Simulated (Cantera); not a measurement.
A closed system holds: 1 mol SiH4, 0.74 mol NO, held at 1275 K and 0.000130 bar.

Method: chemical equilibrium by Gibbs-energy minimisation in Cantera with the NASA 1993 tables (ideal gas, pure condensed phases). Candidate condensed phases: H2O, Si, SiO2, Si2N2O, Si3N4; 35 gas species. Mutual solubility and eutectic melting of coexisting phases are not modelled. The tables hold silica as quartz up to 1696 K and as liquid above; real silica turns to tridymite and cristobalite and melts near 1996 K. Equilibrium is a limit: real reactors are often held back by kinetics, nucleation or transport.

Base state: H2 0.969, SiO 0.0314, H 6.36e-5 (mole fractions); condensed: Si(s) + SiO2(β-quartz) + Si2N2O(s).

### Question
What changes in the equilibrium state with this change: pressure from 0.000130 bar to 0.000620 bar?

### Answer
```csv
species,before,after
H2,0.969,0.993
SiO,0.0314,0.00658
H,6.36e-5,2.95e-5
"Si(s), mol",0.0426,0.0684
"SiO2(β-quartz), mol",0.153,0.178
"Si2N2O(s), mol",0.370,0.370
```

### Question
What changes in the equilibrium state with this change: NO from 0.74 to 12 mol?

### Answer
```
species               before     after
-------------------  -------  --------
N2                   6.49e-7     0.500
O2                     <1e-9     0.333
H2O                  1.86e-7     0.167
H2                     0.969   1.40e-6
SiO                   0.0314     <1e-9
NO                     <1e-9  0.000336
OH                     <1e-9  0.000106
H                    6.36e-5   7.64e-8
Si(s), mol            0.0426         0
SiO2(β-quartz), mol    0.153      1.00
Si2N2O(s), mol         0.370         0
```
